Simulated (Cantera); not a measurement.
An isothermal, constant-pressure homogeneous reactor starts with NO : N₂ = 1 : 0.26 (molar parts), at 1925 K and 0.220 bar.

Cantera simulation using GRI-Mech 3.0 (53 species, 325 reactions); the numbers are that mechanism's predictions, not measurements.

Problem. Predict: x(NO) at 60.0 s; x(O₂) at 60.0 s; x(N₂O) at 60.0 s; x(N₂) at 60.0 s; x(NO₂) at 60.0 s; x(O) at 60.0 s.

Solution. 
```
Item                                                  Value
----------------  -----------------------------------------
x(NO) at 60.0 s     0.00830 (gas-phase equilibrium 0.00740)
x(O₂) at 60.0 s         0.392 (gas-phase equilibrium 0.393)
x(N₂O) at 60.0 s    1.76e-7 (gas-phase equilibrium 1.71e-7)
x(N₂) at 60.0 s         0.599 (gas-phase equilibrium 0.599)
x(NO₂) at 60.0 s    1.04e-5 (gas-phase equilibrium 9.32e-6)
x(O) at 60.0 s    0.000494 (gas-phase equilibrium 0.000495)
```
